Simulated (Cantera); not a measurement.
Input: 1 mol PbO, 1.2 mol H₂, 25 mol N₂, at 1098 K.

These are equilibrium values from Cantera (NASA tables, ideal gas, pure condensed phases), not measurements of a reactor. Candidate condensed phases: H₂O, Pb, PbO, PbO₂, Pb₃O₄; 27 gas species. Kinetics and transport are ignored.

Task: Which condensed phases are stable at each of these points (P (Pa)): 10, 52, 270, 1400, 7200, 37000, 190000, 1000000?

Result: 
```
P (Pa)   condensed phases  Pb condensed (%)
-------  ----------------  ----------------
10               gas only               0.0
52               gas only               0.0
270              gas only               0.0
1400                Pb(l)              78.0
7200                Pb(l)              95.7
37000               Pb(l)              99.2
190000              Pb(l)              99.8
1000000             Pb(l)             100.0
```

From 10.0 Pa to 2.70 mbar nothing is condensed. From 14.0 mbar to 10.0 bar the condensed part is Pb(l).
